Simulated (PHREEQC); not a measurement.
0.5 g of hydrous ferric oxide (600 m²/g; 0.2 weak and 0.005 strong sites per Fe, Dzombak-Morel constants, diffuse double layer) in 1 kg of water with 0.01 mol/kgw of an inert sodium salt and 0.0024 mmol/kgw ZnCl2, at 25 °C; the pH is set by adding NaOH or the inert anion's acid. Oxygen is held at 0.21 atm. CO2 from the air is kept out. Nothing may precipitate in this run.

Computed with PHREEQC (ion-association model, wateq4f.dat).

Task: Predict Zn sorbed (%), surface charge σ (C/m²) at pH = 5, 5.5, 7, 8.5.

Result: 
```tsv
pH	Zn sorbed (%)	surface charge σ (C/m²)
5	3.2	0.114
5.5	19.7	0.077
7	99.2	0.017
8.5	100.0	-0.005
```

Species that the database lacks are ignored. The oxide is taken as insoluble; below pH 4 it would dissolve.
